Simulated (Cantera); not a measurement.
**Equilibrium for carbothermic reduction: Fe2O3 + C + H2**

A closed system holds: 1 mol Fe2O3, 1.8 mol C, a varied amount of H2, at 1023.15 K and 0.00133 bar.

Equilibrium computed with Cantera from the NASA thermochemical tables; the gas is ideal and each condensed phase is pure. Candidate condensed phases: C, C6H6, C7H8, C8H18, Fe, Fe(CO)5, FeO, Fe(OH)2, Fe(OH)3, Fe2O3, Fe3O4, H2O; 114 gas species. Mutual solubility and eutectic melting of coexisting phases are not modelled. The tables' stoichiometric FeO is somewhat more stable than real wüstite, so its field is too wide. FeO: taken at fixed stoichiometry. Equilibrium is a limit: real reactors are often held back by kinetics, nucleation or transport.

From 1.5 mol H2 to 5.2 mol H2 the condensed part is Fe(α) + FeO(s). From 6.4 mol H2 to 7.8 mol H2 the condensed part is Fe(α).

```
n(H2) (mol)   x H2   x CO   x H2O   x CO2      x H    x CH4  x Fe(OH)2  n Fe(α)  n FeO(s)
-----------  -----  -----  ------  ------  -------  -------  ---------  -------  --------
1.5          0.382  0.438  0.0721   0.108  7.04e-8  1.23e-8    1.32e-9     1.39     0.606
1.9          0.432  0.390  0.0815  0.0962  7.48e-8  1.40e-8    1.50e-9     1.46     0.543
2.3          0.472  0.352  0.0890  0.0868  7.82e-8  1.51e-8    1.63e-9     1.52     0.479
2.8          0.512  0.314  0.0966  0.0773  8.14e-8  1.59e-8    1.77e-9     1.60     0.400
3.5          0.556  0.272   0.105  0.0671  8.48e-8  1.62e-8    1.92e-9     1.71     0.289
4.3          0.593  0.237   0.112  0.0583  8.77e-8  1.61e-8    2.05e-9     1.84     0.162
5.2          0.625  0.206   0.118  0.0508  9.00e-8  1.55e-8    2.16e-9     1.98    0.0191
6.4          0.672  0.181   0.108  0.0381  9.33e-8  1.85e-8    1.70e-9     2.00         0
7.8          0.716  0.159  0.0968  0.0282  9.63e-8  2.19e-8    1.28e-9     2.00         0
```
x: gas mole fraction; n: condensed amount in mol.
